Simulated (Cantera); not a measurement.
Input: 1 mol Hg, 1.4 mol H₂, held at 1.30 mbar.

Cantera equilibrium calculation (NASA polynomials, part measured and part estimated; ideal gas, pure solids and liquids). Candidate condensed phases: Hg; 3 gas species. The numbers say what is thermodynamically allowed, not how fast it happens. All values below are at 1323 K.

Base state: H₂ 0.583, Hg 0.417, H 3.36e-5 (mole fractions); condensed: gas only.

**Question.** What changes in the equilibrium state with this change: Hg replaced by PbO?

**Answer.** 
```json
[
 {"species": "H₂O", "before": "0", "after": "0.417"},
 {"species": "Pb", "before": "0", "after": "0.417"},
 {"species": "H₂", "before": "0.583", "after": "0.167"},
 {"species": "Hg", "before": "0.417", "after": "0"},
 {"species": "PbO", "before": "0", "after": "0.000106"},
 {"species": "H", "before": "3.36e-5", "after": "1.80e-5"}
]
```
Further candidate phases: H₂O, Pb, PbO, PbO₂, Pb₃O₄.
